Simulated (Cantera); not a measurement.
A perfectly stirred reactor is fed with H₂ : O₂ : N₂ = 1.5 : 1 : 2 (molar parts), at 90000 Pa; it is held at 1050 K, and followed from long to short residence time.

Model: GRI-Mech 3.0 (53 species, 325 reactions), integrated in Cantera. The temperature is held fixed by assumption; the heat of reaction is taken as removed at once.

x: mole fraction; the columns are a selection and need not sum to one.

| τ (s) | x H₂ | x O₂ | x HO₂ | x H₂O₂ | x NO₂ | x H₂O | x H |
|---|---|---|---|---|---|---|---|
| 0.91 | 0.0142 | 0.0732 | 6.70e-5 | [?] | 1.75e-9 | 0.383 | 1.45e-6 |
| 0.41 | 0.0262 | 0.0788 | 8.98e-5 | [?] | 9.05e-10 | 0.368 | 2.81e-6 |
| 0.18 | 0.0470 | 0.0884 | 0.000117 | [?] | 4.92e-10 | 0.343 | 5.31e-6 |
| 0.081 | 0.0739 | 0.101 | 0.000146 | [?] | 3.19e-10 | 0.311 | 9.56e-6 |
| 0.036 | 0.0995 | 0.113 | 0.000174 | [?] | 2.53e-10 | 0.280 | 1.78e-5 |
| 0.016 | 0.114 | 0.120 | 0.000197 | [?] | 2.45e-10 | 0.263 | 3.57e-5 |
| 0.0073 | 0.118 | 0.121 | 0.000211 | [?] | 2.63e-10 | 0.258 | 7.54e-5 |
| 0.0033 | 0.118 | 0.122 | 0.000219 | [?] | 2.81e-10 | 0.258 | 0.000165 |
| 0.0015 | 0.121 | 0.123 | 0.000223 | [?] | 2.84e-10 | 0.254 | 0.000357 |
| 0.00065 | 0.129 | 0.127 | 0.000227 | [?] | 2.69e-10 | 0.244 | 0.000786 |
| 0.00029 | 0.143 | 0.133 | 0.000229 | [?] | 2.40e-10 | 0.227 | 0.00162 |

Fill in the missing entries.


- 0.91, x H₂O₂: 8.82e-5
- 0.41, x H₂O₂: 0.000151
- 0.18, x H₂O₂: 0.000241
- 0.081, x H₂O₂: 0.000330
- 0.036, x H₂O₂: 0.000368
- 0.016, x H₂O₂: 0.000310
- 0.0073, x H₂O₂: 0.000200
- 0.0033, x H₂O₂: 0.000108
- 0.0015, x H₂O₂: 5.53e-5
- 0.00065, x H₂O₂: 2.79e-5
- 0.00029, x H₂O₂: 1.61e-5
